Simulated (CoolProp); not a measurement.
Vapour-liquid equilibrium of diethyl ether (1) + ethanol (2) at 0.183 MPa; x and y are mole fractions of (1).

The numbers come from the multi-fluid Helmholtz-energy mixture model, Thol 2014 and Schroeder 2014; pair parameters Bell 2016 in CoolProp.

| x | bubble temperature, mixture model (°C) | bubble temperature, Raoult's law (°C) | y, mixture model | y, Raoult's law |
|---|---|---|---|---|
| 0.05 | 87.7 | 91.2 | 0.241 | 0.146 |
| 0.2 | 73.5 | 82.9 | 0.614 | 0.473 |
| 0.35 | 65.6 | 75.4 | 0.755 | 0.681 |
| 0.5 | 61.2 | 68.7 | 0.824 | 0.813 |
| 0.65 | 58.2 | 63.0 | 0.871 | 0.898 |
| 0.8 | 55.6 | 58.0 | 0.917 | 0.953 |
| 0.95 | 53.1 | 53.6 | 0.975 | 0.990 |

The largest gap from Raoult's law is -9.8 K in bubble temperature, at x = 0.35. No azeotrope shows between x = 0.05 and 0.95.

Pair parameters are fitted to limited data, so mixtures are less certain than the pure fluids.
